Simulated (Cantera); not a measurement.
# Abatement and gas-phase synthesis: H2S + SO2 + N2

Charge: 1 mol H2S, 0.0049 mol SO2, 0.32 mol N2, equilibrated at 1.33 mbar.

These are equilibrium values from Cantera (NASA tables, ideal gas, pure condensed phases), not measurements of a reactor. Candidate condensed phases: H2O, H2SO4, S; 35 gas species. The numbers say what is thermodynamically allowed, not how fast it happens.

From 1498 K to 3448 K nothing is condensed.

```json
[
 {"T (K)": "1498", "log p H": "-6.35", "log p H2": "-3.16", "log p S": "-6.13", "log p S2": "-3.46", "log p N2": "-3.62", "log p H2S": "-4.33", "log p SH": "-5.11"},
 {"T (K)": "1648", "log p H": "-5.63", "log p H2": "-3.16", "log p S": "-5.44", "log p S2": "-3.46", "log p N2": "-3.63", "log p H2S": "-4.61", "log p SH": "-4.87"},
 {"T (K)": "1798", "log p H": "-5.03", "log p H2": "-3.16", "log p S": "-4.87", "log p S2": "-3.47", "log p N2": "-3.63", "log p H2S": "-4.86", "log p SH": "-4.68"},
 {"T (K)": "1948", "log p H": "-4.53", "log p H2": "-3.17", "log p S": "-4.40", "log p S2": "-3.50", "log p N2": "-3.64", "log p H2S": "-5.09", "log p SH": "-4.53"},
 {"T (K)": "2098", "log p H": "-4.12", "log p H2": "-3.21", "log p S": "-4.01", "log p S2": "-3.56", "log p N2": "-3.66", "log p H2S": "-5.33", "log p SH": "-4.44"},
 {"T (K)": "2248", "log p H": "-3.77", "log p H2": "-3.28", "log p S": "-3.72", "log p S2": "-3.70", "log p N2": "-3.69", "log p H2S": "-5.62", "log p SH": "-4.42"},
 {"T (K)": "2398", "log p H": "-3.51", "log p H2": "-3.41", "log p S": "-3.52", "log p S2": "-3.94", "log p N2": "-3.74", "log p H2S": "-6.00", "log p SH": "-4.50"},
 {"T (K)": "2548", "log p H": "-3.32", "log p H2": "-3.61", "log p S": "-3.43", "log p S2": "-4.31", "log p N2": "-3.80", "log p H2S": "-6.50", "log p SH": "-4.69"},
 {"T (K)": "2698", "log p H": "-3.20", "log p H2": "-3.90", "log p S": "-3.40", "log p S2": "-4.75", "log p N2": "-3.84", "log p H2S": "-7.12", "log p SH": "-4.97"},
 {"T (K)": "2848", "log p H": "-3.14", "log p H2": "-4.25", "log p S": "-3.39", "log p S2": "-5.19", "log p N2": "-3.87", "log p H2S": "-7.78", "log p SH": "-5.29"},
 {"T (K)": "2998", "log p H": "-3.12", "log p H2": "-4.62", "log p S": "-3.40", "log p S2": "-5.59", "log p N2": "-3.88", "log p H2S": "-8.43", "log p SH": "-5.61"},
 {"T (K)": "3148", "log p H": "-3.10", "log p H2": "-4.98", "log p S": "-3.40", "log p S2": "-5.96", "log p N2": "-3.89", "log p H2S": "-9.05", "log p SH": "-5.92"},
 {"T (K)": "3298", "log p H": "-3.10", "log p H2": "-5.32", "log p S": "-3.40", "log p S2": "-6.29", "log p N2": "-3.89", "log p H2S": "-9.62", "log p SH": "-6.20"},
 {"T (K)": "3448", "log p H": "-3.10", "log p H2": "-5.64", "log p S": "-3.40", "log p S2": "-6.59", "log p N2": "-3.90", "log p H2S": "-10.15", "log p SH": "-6.46"}
]
```
log p: log10 of the partial pressure in bar; nothing condenses.
